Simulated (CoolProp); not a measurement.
A Linde-Hampson liquefier for methane: isothermal reversible compression at 290 K from 1 atm to 25 MPa, throttling to 1 atm, return gas leaving the recuperator 0 K below the feed. Each further row changes one setting.

Model: reference Helmholtz-energy equation of state, Setzmann 1991, in CoolProp.

```
case                        liquid yield per pass  compression work (kJ/kg of gas)
--------------------------  ---------------------  -------------------------------
as stated                                   0.241                              774
high pressure 50 MPa                        0.267                              877
warm-end temperature 320 K                  0.184                              875
warm-end gap 5 K                            0.231                              774
```
